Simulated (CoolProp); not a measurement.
Vapour-liquid equilibrium of CH2F2 (R32) (1) + R152A (2) at -90.45 °C; x and y are mole fractions of (1).

The numbers come from the multi-fluid Helmholtz-energy mixture model, Tillner-Roth 1997 and Outcalt 1996; pair parameters Bell 2016 in CoolProp.

Problem. Give the bubble pressure and the first vapour's composition at x = 0.15, 0.25, 0.55. Is there an azeotrope?

Solution. x = 0.15: 0.002661 MPa, y = 0.529; x = 0.25: 0.003411 MPa, y = 0.674; x = 0.55: 0.005518 MPa, y = 0.875. No azeotrope shows between x = 0.05 and 0.95.

Pair parameters are fitted to limited data, so mixtures are less certain than the pure fluids.
